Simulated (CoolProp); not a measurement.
R365MFC at several states: Z from the reference equation and from simpler models built on Tc = 460.0 K, pc = 3266 kPa, ω = 0.377; each cubic takes its own stable root.

Values from CoolProp's reference Helmholtz-energy equation of state, Lemmon 2016.

```
T (K)  p (kPa)   phase   reference  van der Waals  Redlich-Kwong  Peng-Robinson
-----  -------  ------  ----------  -------------  -------------  -------------
249.2     2750  liquid  (withheld)     (withheld)     (withheld)         0.1396
400.6     12.4     gas      0.9978         0.9984         0.9981         0.9978
435.9      967     gas      0.8587         0.8896         0.8708         0.8539
266.6      298  liquid     0.01505        0.02518        0.01706        0.01449
293.2      490  liquid     0.02346        0.03918     (withheld)        0.02248
```

Problem. Fill in the missing entries.

Solution. 
- 249.2, reference: 0.1444
- 249.2, van der Waals: 0.2395
- 249.2, Redlich-Kwong: 0.1629
- 293.2, Redlich-Kwong: 0.02672
